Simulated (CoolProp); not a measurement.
Model: reference Helmholtz-energy equation of state, Thol 2015, in CoolProp.

Question: For octamethylcyclotetrasiloxane (D4), give the phase and the cp (kJ/(kg K)), isothermal compressibility (1/MPa) at 609.6 K and 0.494 MPa.

Answer: 
- 609.6 K and 0.494 MPa: gas; cp 2.06, isothermal compressibility 2.32
